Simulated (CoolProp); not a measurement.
Vapour-liquid equilibrium of R13 (1) + propylene (2) at 213.3 K; x and y are mole fractions of (1).

Model: multi-fluid Helmholtz-energy mixture model, Platzer 1990 and Lemmon 2013; pair parameters Bell 2016, in CoolProp. This equation is an older, rougher fit; its heat capacities, sound speeds and derivatives of the liquid may be far off and weren't checked against measurements.

**Question.** Give the bubble pressure and the first vapour's composition at x = 0.35, 0.5, 0.65. Is there an azeotrope?

**Answer.** x = 0.35: 1.769 bar, y = 0.762; x = 0.5: 2.056 bar, y = 0.824; x = 0.65: 2.292 bar, y = 0.871. No azeotrope shows between x = 0.05 and 0.95.

The pair parameters rest on a limited set of measurements; away from them the model extrapolates.
